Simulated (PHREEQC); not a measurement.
A solution holds 0.0015 mol/kgw NH3, 4.9e-05 mol/kgw H4SiO4 and 0.0024 mol/kgw Na2CO3, at 25 °C. Closed to the air; pH follows from the charge balance.

All values are PHREEQC results (ion-association model, phreeqc.dat), not measurements.

```csv
quantity,before,after
ionic strength (mol/kgw),0.00648,0.00124
CO3-2 (mol/kgw),0.00173,0.000257
NH3 (mol/kgw),0.00145,0.000277
HCO3- (mol/kgw),0.000558,0.000219
NaCO3- (mol/kgw),0.000109,3.92e-6
SI of Quartz (SiO2),-1.30,-1.67
```

Task: Which change was made?
A) diluted 5-fold with water
B) NH3 from 0.0015 to 0.00015 mol/kgw
C) temperature from 25 to 50 °C
D) temperature from 25 to 55 °C

Result: A, diluted 5-fold with water

This is a speciation only: nothing precipitates in the calculation.
